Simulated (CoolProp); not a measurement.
n-hexane at several states: Z from the reference equation and from simpler models built on Tc = 507.8 K, pc = 3.044 MPa, ω = 0.300; each cubic takes its own stable root.

Model: reference Helmholtz-energy equation of state, Thol 2019, in CoolProp.

| T (K) | p (MPa) | phase | reference |
|---|---|---|---|
| 506.6 | 0.0422 | gas | 0.9951 |
| 287.8 | 0.349 | liquid | 0.01892 |
| 328.2 | 0.307 | liquid | 0.01546 |
| 312.4 | 0.0305 | gas | 0.9802 |
| 418.7 | 0.0101 | gas | 0.9977 |

Question: How far does each simpler model (van der Waals, Redlich-Kwong, Soave-Redlich-Kwong) lie from the reference over these 5 states: mean and median of the absolute difference, and the worst?

Answer: 
- van der Waals: mean 1171.4 %, median 1.1 %, worst +5786.2 % at 328.2 K and 0.307 MPa
- Redlich-Kwong: mean 6.2 %, median 0.7 %, worst +15.6 % at 328.2 K and 0.307 MPa
- Soave-Redlich-Kwong: mean 4.5 %, median 0.5 %, worst +11.0 % at 287.8 K and 0.349 MPa

At some of these states van der Waals gives the other phase, because its saturation line lies elsewhere.
